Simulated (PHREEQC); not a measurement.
0.025 g of hydrous ferric oxide (600 m²/g; 0.2 weak and 0.005 strong sites per Fe, Dzombak-Morel constants, diffuse double layer) in 1 kg of water with 0.005 mol/kgw of an inert sodium salt and 4.3e-05 mol/kgw Ag2SO4 and 1.3e-05 mol/kgw CaCl2, at 25 °C; the pH is set by adding NaOH or the inert anion's acid. O2 is buffered at 0.21 atm. The system is closed to CO2. Precipitation was switched off in this run.

The series has 13 steps of pH, from 3 to 9.

Equilibrium calculation in PHREEQC: ion-association model, wateq4f.dat.

Question: Near which pH is half of the S sorbed, and on which side is more sorbed?

Answer: Near pH 4.3, with more sorbed at lower pH.

Along this series the solution becomes supersaturated in solids that the run did not let form, among them Cerargyrite. The oxide is taken as insoluble; below pH 4 it would dissolve.
